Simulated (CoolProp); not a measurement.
Vapour-liquid equilibrium of R143a (1) + R152A (2) at 9.85 °C; x and y are mole fractions of (1).

The numbers come from the multi-fluid Helmholtz-energy mixture model, Lemmon and Jacobsen 2000 and Outcalt 1996; pair parameters Bell 2016 in CoolProp.

```csv
x,bubble pressure (bar),y at the bubble point,dew pressure at overall composition x (bar),liquid density (mol/L)
0.05,4.008,0.112,…,14.05
0.125,4.431,0.249,4.044,13.86
0.2,4.827,0.358,4.272,13.66
0.275,5.203,0.450,4.521,13.48
0.35,5.561,0.529,4.795,13.29
0.425,5.904,0.599,5.095,13.11
0.5,6.237,0.662,5.424,12.93
0.575,6.561,0.720,5.784,12.75
0.65,…,0.774,6.173,12.57
0.725,7.193,0.825,6.592,…
0.8,7.503,0.874,7.038,12.22
0.875,7.812,0.922,7.507,12.05
0.95,8.121,0.969,7.995,11.89
```

Question: Complete the blanks.

Answer: 
- 0.05, dew pressure at overall composition x (bar): 3.837
- 0.65, bubble pressure (bar): 6.879
- 0.725, liquid density (mol/L): 12.40

No azeotrope shows between x = 0.05 and 0.95.

The pair parameters rest on a limited set of measurements; away from them the model extrapolates.
